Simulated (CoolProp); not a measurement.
R1224YDZ along the isobar 17900 kPa: density (kg/m³) from the reference equation and from simpler models built on Tc = 428.7 K, pc = 3334 kPa, ω = 0.325; each cubic takes its own stable root.

Values from CoolProp's reference Helmholtz-energy equation of state, Akasaka 2023.

```csv
T (K),phase,reference
193.1,liquid,1644
216.4,liquid,1593
239.7,liquid,1542
262.9,liquid,1491
286.2,liquid,1440
309.5,liquid,1388
332.8,liquid,1335
356,liquid,1280
379.3,liquid,1222
402.6,liquid,1162
425.9,liquid,1099
```

How far does each simpler model (van der Waals, Redlich-Kwong, Peng-Robinson) lie from the reference over these 11 states: mean and median of the absolute difference, and the worst?


- van der Waals: mean 35.8 %, median 36.3 %, worst -40.6 % at 193.1 K and 17900 kPa
- Redlich-Kwong: mean 11.2 %, median 11.2 %, worst -13.5 % at 193.1 K and 17900 kPa
- Peng-Robinson: mean 1.9 %, median 2.2 %, worst +2.8 % at 356 K and 17900 kPa
